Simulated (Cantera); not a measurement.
Charge: 1 mol MgSO4, 0.016 mol C, 0.031 mol H2O, 8.6 mol CO2, equilibrated at 850 K and 0.170 bar.

Equilibrium computed with Cantera from the NASA thermochemical tables; the gas is ideal and each condensed phase is pure. Candidate condensed phases: C, C6H6, C7H8, C8H18, H2O, H2SO4, Mg, MgCO3, MgO, Mg(OH)2, MgS, MgSO4, S; 130 gas species. Rates play no part.

Base state: CO2 0.993, SO2 0.00369, H2O 0.00357 (mole fractions); condensed: MgO(s) + MgSO4(s).

Question: What changes in the equilibrium state with this change: temperature from 850 K to 1150 K?

Answer: 
```csv
species,before,after
CO2,0.993,0.885
SO2,0.00369,0.0743
O2,<1e-9,0.0355
SO3,7.98e-8,0.00226
H2O,0.00357,0.00318
"MgO(s), mol",0.0320,0.746
"MgSO4(s), mol",0.968,0.254
```
Mutual solubility and eutectic melting of coexisting phases are not modelled.
